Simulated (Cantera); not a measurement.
A Cantera script and what it prints.

```python
import numpy as np
import cantera as ct

gas_names = [...]  # 151 gases of nasa_gas.yaml made of C, H, N, O, Si
cond_names = """
    C(gr) C6H6(L) C7H8(L) C8H18(L),n-octa H2O(s) H2O(L) Si(cr) Si(L) SiC(b) SiO2(Lqz) SiO2(hqz) SiO2(L)
    Si2N2O(s) Si3N4(a)
""".split()


# ... load() reads the species with a 1 bar reference pressure and builds the phases ...
atoms = {
    'TEOS': {'Si': 1, 'C': 8, 'H': 20, 'O': 4},
    'NO': {'N': 1, 'O': 1},
    'H2': {'H': 2},
}
top_T = {'C(gr)': 4500, 'SiC(b)': 3050, 'Si2N2O(s)': 2100, 'Si3N4(a)': 2400}  # K; cautious upper limits of use, not melting points


# ... equilibrate(T, P, feed) seeds the gas with the atoms and calls Mixture.equilibrate('TP', solver="vcs", rtol=1e-11, max_steps=5000) ...
results = []
feed = {'TEOS': 1, 'NO': 0.86, 'H2': 22}  # mol
P = 240  # Pa
for T in [1450, 1500, 1550, 1600, 1650, 1700, 1750, 1800, 1850, 1900, 1950, 2000, 2050]:
    mix = equilibrate(T, P, feed)
    results.append((T, P, feed, dict(zip(mix.species_names, mix.species_moles))))

top = {s: max(r[3][s] / sum(r[3][g] for g in gas_names) for r in results) for s in gas_names}
cols = sorted((s for s in top if top[s] > 1e-05), key=lambda s: -top[s])[:8]
seen = [c for c in cond_names if any(r[3].get(c, 0) > 1e-12 for r in results)]
print("log10 of partial pressures in bar; condensed amounts in mol")
print(f"{'T/K':>10s}" + "".join(f"{s[:9]:>10s}" for s in cols + seen))
for T, P, feed, n in results:
    ng = sum(n[g] for g in gas_names)
    print(f"{T:10.4g}" + "".join(f"{np.log10(max(n[s] / ng * P / 1e5, 1e-99)):10.3f}" for s in cols)
          + "".join(f"{n.get(c, 0):10.4g}" for c in seen))
```

Output:

```
log10 of partial pressures in bar; condensed amounts in mol
       T/K        H2        CO         H        N2        Si       HCN       SiO C2H2,acet     C(gr)    SiC(b)
      1450    -2.686    -3.505    -6.367    -4.559   -10.737    -6.757    -6.307    -7.998     2.152    0.9923
      1500    -2.686    -3.506    -6.098    -4.560   -10.115    -6.599    -6.213    -7.731     2.154    0.9905
      1550    -2.687    -3.506    -5.845    -4.561    -9.534    -6.451    -6.126    -7.481     2.157    0.9884
      1600    -2.687    -3.506    -5.608    -4.562    -8.989    -6.313    -6.044    -7.247     2.159    0.9859
      1650    -2.687    -3.507    -5.385    -4.564    -8.478    -6.184    -5.967    -7.028      2.16    0.9832
      1700    -2.688    -3.507    -5.175    -4.566    -7.997    -6.063    -5.895    -6.822     2.161      0.98
      1750    -2.688    -3.508    -4.978    -4.568    -7.544    -5.949    -5.827    -6.628     2.161    0.9763
      1800    -2.690    -3.509    -4.791    -4.571    -7.116    -5.842    -5.764    -6.446      2.16    0.9718
      1850    -2.691    -3.510    -4.614    -4.575    -6.712    -5.742    -5.704    -6.274     2.159    0.9658
      1900    -2.694    -3.511    -4.447    -4.580    -6.329    -5.648    -5.648    -6.112     2.157    0.9567
      1950    -2.697    -3.513    -4.289    -4.586    -5.967    -5.561    -5.596    -5.960     2.157    0.9411
      2000    -2.702    -3.516    -4.140    -4.594    -5.622    -5.479    -5.547    -5.816     2.165    0.9124
      2050    -2.708    -3.519    -3.998    -4.603    -5.295    -5.404    -5.501    -5.682     2.189    0.8568
```

Cantera equilibrium calculation (NASA polynomials, part measured and part estimated; ideal gas, pure solids and liquids). The feed counts by its element totals alone.
